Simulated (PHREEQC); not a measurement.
# Buffer

Solution (83 °C): 0.024 mol/kgw KHCO3 and 0.00062 mol/kgw Na2SO4. Closed to the air; pH follows from the charge balance.

All values are PHREEQC results (ion-association model, wateq4f.dat), not measurements.

No solid was allowed to form.

### Question
Estimate the pH, ionic strength.

### Answer
pH 8.05; ionic strength 0.0259 mol/kgw.

### Question
In which forms is S present?

### Answer
SO4-2 83 %, KSO4- 16 % of the S.

Away from 25 °C the constants follow the database's enthalpies or fits; those with neither stay at their 25 °C values.
